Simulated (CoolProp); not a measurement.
Model: reference Helmholtz-energy equation of state, Thol 2016, in CoolProp.

Give the vapour pressure (MPa), enthalpy of vaporisation (kJ/kg), liquid viscosity (µPa s), vapour viscosity (µPa s) of saturated R1234ze(E) at -12.65 °C.


```csv
T (°C),p (MPa),enthalpy of vaporisation (kJ/kg),liquid viscosity (µPa s),vapour viscosity (µPa s)
-12.65,0.132,192,302,10.8
```

Viscosity comes from a separate model (Bell 2016), an estimate that may be off by 10 % or more.
